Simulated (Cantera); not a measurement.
Feed: 1 mol SiHCl3, 0.019 mol C2H4, 820 mol H2, equilibrated at 2077 °C and 18000 Pa.

These are equilibrium values from Cantera (NASA tables, ideal gas, pure condensed phases), not measurements of a reactor. The tables' values for SiCl are old estimates; treat these amounts as uncertain. Gases not in the tables: Si2H6 and higher silanes. Kinetics and transport are ignored.

```csv
species,before,after
H2,0.966,0.967
H,0.0289,0.0289
HCl,0.00350,0.00234
Cl,7.50e-5,5.00e-5
Si,0.000968,0.000972
SiCl,1.03e-5,6.91e-6
SiH2,6.73e-5,6.77e-5
SiH,0.000136,0.000136
C2H2 (acetylene),1.86e-5,1.86e-5
```
Gas species are given as mole fractions.

Q: Which change was made?
A. temperature from 2077 °C to 1475 °C
B. SiHCl3 replaced by SiH2Cl2
C. temperature from 2077 °C to 1427 °C
D. temperature from 2077 °C to 950 °C

A: B, SiHCl3 replaced by SiH2Cl2
